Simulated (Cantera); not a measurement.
A closed system holds: 1 mol Si, 2.6 mol Br2, 36 mol H2, 17 mol HBr, at 10000 Pa.

Cantera equilibrium calculation (NASA polynomials, part measured and part estimated; ideal gas, pure solids and liquids). Candidate condensed phases: Br2, Si; 19 gas species. The tables' values for SiBr3 are old estimates; treat these amounts as uncertain. Kinetics and transport are ignored.

x: gas mole fraction; nothing condenses.

| T (K) | x H2 | x HBr | x SiBr4 | x SiBr2 |
|---|---|---|---|---|
| 900 | 0.648 | 0.333 | 0.0183 | 7.30e-8 |
| 950 | 0.648 | 0.333 | 0.0182 | 5.22e-7 |
| 1000 | 0.648 | 0.333 | 0.0182 | 3.04e-6 |
| 1050 | 0.648 | 0.334 | 0.0180 | 1.49e-5 |
| 1100 | 0.648 | 0.334 | 0.0179 | 6.24e-5 |
| 1150 | 0.647 | 0.334 | 0.0175 | 0.000227 |
| 1200 | 0.646 | 0.335 | 0.0166 | (withheld) |
| 1250 | 0.644 | 0.338 | 0.0150 | 0.00191 |
| 1300 | 0.640 | 0.342 | 0.0123 | 0.00420 |
| 1350 | 0.635 | 0.347 | (withheld) | (withheld) |
| 1400 | 0.629 | 0.352 | 0.00550 | 0.0107 |
| 1450 | 0.625 | 0.355 | 0.00312 | 0.0133 |
| 1500 | 0.623 | 0.356 | 0.00168 | 0.0150 |
| 1550 | 0.622 | 0.357 | 0.000892 | 0.0160 |

### Question
Complete the blanks.

### Answer

- 1350, x SiBr4: 0.00878
- 1350, x SiBr2: 0.00740
- 1200, x SiBr2: 0.000715
